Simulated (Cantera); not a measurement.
**SiHCl3 + C3H8 + H2 (silicon carbide growth)**

Input: 1 mol SiHCl3, 0.039 mol C3H8, 77 mol H2, equilibrated at 0.0510 bar.

Cantera equilibrium calculation (NASA polynomials, part measured and part estimated; ideal gas, pure solids and liquids). Candidate condensed phases: C, C6H6, C7H8, C8H18, Si, SiC; 109 gas species. Mutual solubility and eutectic melting of coexisting phases are not modelled. The tables' values for SiCl, SiCl3 are old estimates; treat these amounts as uncertain. Gases not in the tables: Si2H6 and higher silanes. Rates play no part.

```json
[
 {"T (°C)": "927", "x H2": "0.968", "x H": "8.60e-7", "x HCl": "0.0286", "x Si": "2.72e-11", "x Cl": "2.20e-8", "x SiCl2": "0.00199", "x SiH": "9.07e-11", "n Si(s)": "0.598", "n SiC(s)": "0.117", "n Si(l)": "0"},
 {"T (°C)": "1127", "x H2": "0.965", "x H": "2.12e-5", "x HCl": "0.0314", "x Si": "1.61e-8", "x Cl": "5.66e-7", "x SiCl2": "0.00301", "x SiH": "1.79e-8", "n Si(s)": "0.631", "n SiC(s)": "0.117", "n Si(l)": "0"},
 {"T (°C)": "1327", "x H2": "0.965", "x H": "0.000237", "x HCl": "0.0309", "x Si": "1.91e-6", "x Cl": "5.99e-6", "x SiCl2": "0.00342", "x SiH": "9.24e-7", "n Si(s)": "0.608", "n SiC(s)": "0.117", "n Si(l)": "0"},
 {"T (°C)": "1527", "x H2": "0.964", "x H": "0.00156", "x HCl": "0.0314", "x Si": "6.23e-5", "x Cl": "3.88e-5", "x SiCl2": "0.00317", "x SiH": "1.57e-5", "n Si(s)": "0", "n SiC(s)": "0.117", "n Si(l)": "0.619"},
 {"T (°C)": "1727", "x H2": "0.957", "x H": "0.00704", "x HCl": "0.0322", "x Si": "0.000854", "x Cl": "0.000176", "x SiCl2": "0.00259", "x SiH": "0.000128", "n Si(s)": "0", "n SiC(s)": "0.115", "n Si(l)": "0.572"},
 {"T (°C)": "1927", "x H2": "0.932", "x H": "0.0241", "x HCl": "0.0319", "x Si": "0.00681", "x Cl": "0.000600", "x SiCl2": "0.00199", "x SiH": "0.000657", "n Si(s)": "0", "n SiC(s)": "0.0782", "n Si(l)": "0"},
 {"T (°C)": "2127", "x H2": "0.887", "x H": "0.0663", "x HCl": "0.0331", "x Si": "0.00954", "x Cl": "0.00177", "x SiCl2": "0.000443", "x SiH": "0.000628", "n Si(s)": "0", "n SiC(s)": "0", "n Si(l)": "0"},
 {"T (°C)": "2327", "x H2": "0.802", "x H": "0.152", "x HCl": "0.0301", "x Si": "0.0103", "x Cl": "0.00400", "x SiCl2": "8.33e-5", "x SiH": "0.000477", "n Si(s)": "0", "n SiC(s)": "0", "n Si(l)": "0"}
]
```
x: gas mole fraction; n: condensed amount in mol.

From 927 °C to 1327 °C the condensed part is Si(s) + SiC(s). From 1527 °C to 1727 °C the condensed part is Si(l) + SiC(s). At 1927 °C the condensed part is SiC(s). From 2127 °C to 2327 °C nothing is condensed. The main Si-bearing gas is SiCl2 at 927 °C and Si at 2327 °C.
